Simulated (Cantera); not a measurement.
Gas mixture: 14.0 % CO, 14.0 % C2H2, 35.2 % CH4, 36.8 % C2H6, at 4.70 bar, frozen composition.

Cantera's kinetic-theory transport with the Lennard-Jones parameters of GRI-Mech 3.0, ideal gas; thermal conductivity in the multicomponent form. The composition is frozen, though it would react at the higher temperatures.

D: mixture-averaged diffusion coefficient of that species in the mixture.

| T (K) | ρ (kg/m³) | cp (J/kg/K) | μ (µPa s) | λ (mW/m/K) | Pr | D (cm²/s) CO2 | D (cm²/s) N2 | D (cm²/s) OH |
|---|---|---|---|---|---|---|---|---|
| 400 | 3.43 | 2034 | 14.3 | 39.6 | 0.736 | 0.0493 | 0.0649 | 0.0968 |
| 550 | 2.50 | (withheld) | (withheld) | (withheld) | 0.742 | (withheld) | (withheld) | (withheld) |
| 700 | 1.96 | 2889 | 22.2 | 86.1 | 0.744 | 0.135 | 0.171 | 0.254 |
| 850 | 1.61 | 3217 | 25.5 | 110 | 0.743 | 0.190 | 0.238 | 0.352 |
| 1000 | 1.37 | 3510 | 28.6 | 135 | 0.743 | 0.251 | 0.313 | 0.463 |
| 1150 | 1.19 | 3748 | (withheld) | (withheld) | 0.742 | (withheld) | (withheld) | (withheld) |

Task: Some entries are withheld; supply them.

Result: 
- 550, cp (J/kg/K): 2488
- 550, μ (µPa s): 18.5
- 550, λ (mW/m/K): 62.0
- 550, D (cm²/s) CO2: 0.0882
- 550, D (cm²/s) N2: 0.113
- 550, D (cm²/s) OH: 0.168
- 1150, μ (µPa s): 31.4
- 1150, λ (mW/m/K): 159
- 1150, D (cm²/s) CO2: 0.319
- 1150, D (cm²/s) N2: 0.396
- 1150, D (cm²/s) OH: 0.585
